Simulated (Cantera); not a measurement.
Feed: 1 mol SiH4, 0.75 mol O3, at 1000 °C and 0.000340 bar.

Equilibrium computed with Cantera from the NASA thermochemical tables; the gas is ideal and each condensed phase is pure. Candidate condensed phases: H2O, Si, SiO2; 18 gas species. The tables hold silica as quartz up to 1696 K and as liquid above; real silica turns to tridymite and cristobalite and melts near 1996 K. Kinetics and transport are ignored.

Base state: H2 0.875, H2O 0.125, H 3.63e-5 (mole fractions); condensed: SiO2(β-quartz).

Q: What changes in the equilibrium state with this change: O3 from 0.75 to 5 mol?

A: 
```csv
species,before,after
O2,<1e-9,0.733
H2O,0.125,0.267
OH,5.97e-8,0.000126
H2,0.875,9.01e-7
H,3.63e-5,3.68e-8
"SiO2(β-quartz), mol",1.00,1.00
```

Q: What changes in the equilibrium state with this change: 0.25 mol NH3 added?

A: 
| species | before | after |
|---|---|---|
| H2 | 0.875 | 0.850 |
| H2O | 0.125 | 0.1000 |
| N2 | 0 | 0.0500 |
| H | 3.63e-5 | 3.57e-5 |
| SiO2(β-quartz), mol | 1.00 | 1.00 |
Further candidate phases: Si2N2O, Si3N4.
